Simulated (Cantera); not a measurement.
Input: 1 mol toluene, 0.029 mol NH₃, 0.24 mol N₂, at 2602 °C and 1.00 bar.

Equilibrium computed with Cantera from the NASA thermochemical tables; the gas is ideal and each condensed phase is pure. Candidate condensed phases: C, C₆H₆, C₇H₈, C₈H₁₈; 92 gas species. Kinetics and transport are ignored.

Base state: H₂ 0.797, H 0.0945, N₂ 0.0396, C₂H₂ (acetylene) 0.0339, HCN 0.0284, HNC 0.00483, C₄H₂ 0.000602, C₂H 0.000573 (mole fractions); condensed: C(graphite).

**Question.** What changes in the equilibrium state with this change: temperature from 2602 °C to 1977 °C?

**Answer.** 
```csv
species,before,after
H₂,0.797,0.926
N₂,0.0396,0.0547
HCN,0.0284,0.00795
H,0.0945,0.00715
C₂H₂ (acetylene),0.0339,0.00310
C₃,7.75e-5,6.50e-9
C,1.46e-5,3.64e-9
C₆H₂,1.13e-5,6.09e-9
"C(graphite), mol",6.52,6.93
```

**Question.** What changes in the equilibrium state with this change: temperature from 2602 °C to 725 °C?

**Answer.** 
```
species             before    after
----------------  --------  -------
H₂                   0.797    0.864
CH₄                5.69e-5   0.0727
N₂                  0.0396   0.0635
H                   0.0945  2.01e-9
C₂H₂ (acetylene)    0.0339    <1e-9
HCN                 0.0284  1.18e-6
HNC                0.00483  1.72e-9
C₄H₂              0.000602    <1e-9
C₂H               0.000573    <1e-9
CN                0.000307    <1e-9
C(graphite), mol      6.52     6.71
```

**Question.** What changes in the equilibrium state with this change: N₂ from 0.24 to 20 mol?

**Answer.** 
| species | before | after |
|---|---|---|
| N₂ | 0.0396 | 0.787 |
| H₂ | 0.797 | 0.114 |
| HCN | 0.0284 | 0.0478 |
| H | 0.0945 | 0.0357 |
| C₂H₂ (acetylene) | 0.0339 | 0.00485 |
| CH₄ | 5.69e-5 | 1.16e-6 |
| C₂N₂ | 2.17e-5 | 0.000432 |
| C(graphite), mol | 6.52 | 5.31 |
